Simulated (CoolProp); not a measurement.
c-C4F8 (RC318) at 298.15 K and 2.21 MPa is throttled through a valve to 1.55 MPa with no heat exchange. Each further row changes one setting.

The numbers come from the reference Helmholtz-energy equation of state, Platzer 1990 in CoolProp. This equation is an older, rougher fit; its heat capacities, sound speeds and derivatives of the liquid may be far off and weren't checked against measurements.

```
case                       temperature change (K)  final density (kg/m³)
-------------------------  ----------------------  ---------------------
as stated                              (withheld)                   1510
outlet pressure 0.465 MPa              (withheld)                   1500
outlet pressure 2.02 MPa               (withheld)                   1510
```

Task: What belongs in the gaps?

Result: 
- as stated, temperature change (K): +0.1
- outlet pressure 0.465 MPa, temperature change (K): +0.2
- outlet pressure 2.02 MPa, temperature change (K): +0.0
